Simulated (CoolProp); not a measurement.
Vapour-liquid equilibrium of carbon dioxide (1) + propylene (2) at 5.67 bar; x and y are mole fractions of (1).

The numbers come from the multi-fluid Helmholtz-energy mixture model, Span 1996 and Lemmon 2013; pair parameters Bell 2016 in CoolProp.

Q: Give the bubble temperature and the first vapour's composition at x = 0.05, 0.55, 0.65. Is there an azeotrope?

A: x = 0.05: 260.9 K, y = 0.306; x = 0.55: 225.5 K, y = 0.883; x = 0.65: 223.7 K, y = 0.905. No azeotrope shows between x = 0.05 and 0.95.

The pair parameters rest on a limited set of measurements; away from them the model extrapolates.
